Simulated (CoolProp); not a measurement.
Vapour-liquid equilibrium of R125 (1) + R115 (2) at 0.102 MPa; x and y are mole fractions of (1).

Values from CoolProp's multi-fluid Helmholtz-energy mixture model, Lemmon 2005 and Lemmon 2016; pair parameters Bell 2016.

Task: Give the bubble temperature and the first vapour's composition at x = 0.05, 0.5, 0.875. Is there an azeotrope?

Result: x = 0.05: 232.1 K, y = 0.126; x = 0.5: 225.1 K, y = 0.601; x = 0.875: 224.5 K, y = 0.856. y crosses x between x = 0.725 and 0.8: the model has an azeotrope there.

Pair parameters are fitted to limited data, so mixtures are less certain than the pure fluids.
